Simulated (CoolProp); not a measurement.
Vapour-liquid equilibrium of R134a (1) + R124 (2) at 212.8 K; x and y are mole fractions of (1).

Values from CoolProp's multi-fluid Helmholtz-energy mixture model, Tillner-Roth 1994 and de Vries 1995; pair parameters Bell 2016.

```csv
x,bubble pressure (kPa),y at the bubble point,dew pressure at overall composition x (kPa),liquid density (mol/L)
0.05,8.197,0.118,7.846,11.91
0.15,9.300,0.301,8.374,12.13
0.25,10.30,0.438,8.969,12.36
0.35,11.21,0.545,9.641,12.60
0.45,12.03,0.634,10.40,12.85
0.55,12.79,0.710,11.25,13.11
0.65,13.48,0.779,12.19,13.38
0.75,14.12,0.842,13.19,13.67
0.85,14.72,0.904,14.20,13.98
0.95,15.28,0.967,15.13,14.29
```

No azeotrope shows between x = 0.05 and 0.95.

The pair parameters rest on a limited set of measurements; away from them the model extrapolates.
